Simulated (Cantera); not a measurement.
## Low-pressure radical oxidation in H2/O2

An isothermal, constant-pressure homogeneous reactor starts with 5.06 % H2, 31.6 % O2, 63.3 % N2, at 1200 K and 0.00642 atm.

Computed with Cantera and GRI-Mech 3.0 (53 species, 325 reactions). Radical loss at walls, strong at low pressure, is not modelled. The temperature is held fixed by assumption; the heat of reaction is taken as removed at once.

```tsv
t (s)	x H2	x O2	x NO	x HO2	x H	x NO2	x N2O
2.00e-6	0.0506	0.316	<1e-12	1.43e-11	1.43e-11	<1e-12	<1e-12
6.32e-6	0.0506	0.316	<1e-12	4.54e-11	4.49e-11	<1e-12	<1e-12
2.00e-5	0.0506	0.316	<1e-12	1.44e-10	1.39e-10	<1e-12	<1e-12
6.32e-5	0.0506	0.316	<1e-12	4.54e-10	4.13e-10	<1e-12	<1e-12
0.000200	0.0506	0.316	<1e-12	1.44e-9	1.21e-9	<1e-12	<1e-12
0.000632	0.0506	0.316	<1e-12	4.54e-9	5.06e-9	<1e-12	<1e-12
0.00200	0.0506	0.316	<1e-12	1.46e-8	1.22e-7	<1e-12	<1e-12
0.00632	0.0466	0.314	1.41e-11	6.44e-7	0.00151	<1e-12	8.53e-12
0.0200	0.00173	0.284	1.44e-7	8.02e-7	0.0143	<1e-12	1.82e-9
0.0632	0.00153	0.286	5.78e-7	8.01e-7	0.0115	4.04e-12	2.32e-9
0.200	0.00103	0.290	1.25e-6	7.72e-7	0.00580	1.20e-11	2.80e-9
0.632	0.000327	0.296	1.61e-6	5.95e-7	0.000968	3.81e-11	4.29e-9
2.00	4.28e-5	0.298	1.64e-6	2.35e-7	4.48e-5	1.76e-10	6.93e-9
```
x: mole fraction; the columns are a selection and need not sum to one.

Equilibrium at this temperature and pressure: H2 1.51e-8, O2 0.299, NO 0.000213, HO2 3.57e-9, H 3.03e-10, NO2 3.45e-7, N2O 1.09e-9 (gas phase only).
